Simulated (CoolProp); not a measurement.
Nitrous oxide along the isotherm 423 K: Z from the reference equation and from simpler models built on Tc = 309.5 K, pc = 7.245 MPa, ω = 0.161; each cubic takes its own stable root.

Model: reference Helmholtz-energy equation of state, Lemmon 2006, in CoolProp. It is a short technical equation, of lower accuracy than the large ones.

```tsv
p (MPa)	phase	reference
0.0573	gas	0.9990
0.109	gas	0.9982
0.206	gas	0.9966
0.39	gas	0.9935
0.74	gas	0.9877
1.4	gas	0.9767
2.66	gas	0.9557
5.04	gas	0.9162
9.55	supercritical	0.8435
18.1	supercritical	0.7372
```

Question: How far does each simpler model (Redlich-Kwong, Peng-Robinson) lie from the reference over these 10 states: mean and median of the absolute difference, and the worst?

Answer: 
- Redlich-Kwong: mean 0.5 %, median 0.2 %, worst -1.7 % at 423 K and 9.55 MPa
- Peng-Robinson: mean 0.5 %, median 0.3 %, worst +1.2 % at 423 K and 18.1 MPa
